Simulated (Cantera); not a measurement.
What does this Cantera script print?

```python
import numpy as np
import cantera as ct

gas_names = """
    OH NO2 NbO2 NH3
""".split()
cond_names = """
    Nb2O5(s) Nb2O5(L)
""".split()


def load(file, names, dense=False):
    # The tables refer to 1 bar. Condensed volumes are neglected.
    table = {s.name: s for s in ct.Species.list_from_file(file)}
    out = []
    for n in names:
        d = dict(table[n].input_data)
        d["thermo"] = dict(d["thermo"], **{"reference-pressure": 1e5})
        if dense:
            d["equation-of-state"] = {"model": "constant-volume", "density": "1e6 g/cm^3"}
        out.append(ct.Species.from_dict(d))
    return out


species = {s.name: s for s in load("nasa_gas.yaml", gas_names) + load("nasa_condensed.yaml", cond_names)}
# Each term lists the table entries of one substance; the one whose range holds T is used.
reactions = {
    '3 OH(g) + NO2(g) + 10 NbO2(g) = 5 Nb2O5 + NH3(g)':
        [(-3, ['OH']), (-1, ['NO2']), (-10, ['NbO2']), (5, ['Nb2O5(s)', 'Nb2O5(L)']), (1, ['NH3'])],
}


def pick(names, T):
    return next(species[n] for n in names if species[n].thermo.min_temp <= T <= species[n].thermo.max_temp)


results = []
for label, terms in reactions.items():
    print(label)
    print("     T/K   dH/kJ  dS/(J/K)   dG/kJ   log10 K")
    for T in [1823, 1923, 2023, 2123, 2223, 2323, 2423, 2523]:
        used = [(nu, pick(names, T)) for nu, names in terms]
        dH = sum(nu * s.thermo.h(T) for nu, s in used) / 1e6
        dS = sum(nu * s.thermo.s(T) for nu, s in used) / 1e3
        dG = dH - T * dS / 1e3
        logK = -dG * 1e6 / (ct.gas_constant * T * np.log(10))
        results.append((label, T, dH, dS, dG, logK, [s.name for _, s in used]))
        print(f"{T:8g} {dH:8.1f} {dS:8.1f} {dG:8.1f} {logK:8.2f}")
```

Result:

```
3 OH(g) + NO2(g) + 10 NbO2(g) = 5 Nb2O5 + NH3(g)
     T/K   dH/kJ  dS/(J/K)   dG/kJ   log10 K
    1823  -6825.2  -1973.4  -3227.7    92.48
    1923  -6770.6  -1944.2  -3031.9    82.35
    2023  -6716.1  -1916.6  -2838.8    73.30
    2123  -6661.7  -1890.3  -2648.5    65.16
    2223  -6607.3  -1865.3  -2460.7    57.82
    2323  -6553.1  -1841.4  -2275.4    51.16
    2423  -6498.9  -1818.6  -2092.4    45.11
    2523  -6444.8  -1796.7  -1911.7    39.58
```

Cantera with NASA thermochemical tables; ideal gases at 1 bar, condensed phases pure. Condensed species are held in their standard states even where they would react or evaporate.
